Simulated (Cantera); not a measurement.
Charge: 1 mol MgO, 0.68 mol C, 2.2 mol H2, held at 1123.15 K and 0.000350 bar.

These are equilibrium values from Cantera (NASA tables, ideal gas, pure condensed phases), not measurements of a reactor. Candidate condensed phases: C, C6H6, C7H8, C8H18, H2O, Mg, MgCO3, MgO, Mg(OH)2; 116 gas species. Kinetics and transport are ignored.

Base state: H2 0.999, CO 0.000498, Mg 0.000498, CH4 1.02e-5 (mole fractions); condensed: C(graphite) + MgO(s).

**Question.** What changes in the equilibrium state with this change: temperature from 1123.15 K to 2025 K?

**Answer.** 
```csv
species,before,after
H2,0.999,0.440
Mg,0.000498,0.248
CO,0.000498,0.163
H2O,1.15e-8,0.0722
H,2.28e-6,0.0683
CO2,<1e-9,0.00573
OH,<1e-9,0.00117
MgOH,<1e-9,0.000311
O,<1e-9,0.000132
MgO,<1e-9,6.32e-5
"C(graphite), mol",0.679,0
"MgO(s), mol",0.999,0
```
The tables' values for MgH are old estimates; treat these amounts as uncertain.

**Question.** What changes in the equilibrium state with this change: temperature from 1123.15 K to 2423 K?

**Answer.** 
```tsv
species	before	after
H	2.28e-6	0.416
Mg	0.000498	0.198
H2	0.999	0.193
O	<1e-9	0.0170
OH	<1e-9	0.0118
H2O	1.15e-8	0.0289
CO	0.000498	0.131
CO2	<1e-9	0.00329
O2	<1e-9	0.00105
MgO	<1e-9	0.000265
MgOH	<1e-9	8.35e-5
C(graphite), mol	0.679	0
MgO(s), mol	0.999	0
```
The tables' values for MgH are old estimates; treat these amounts as uncertain.
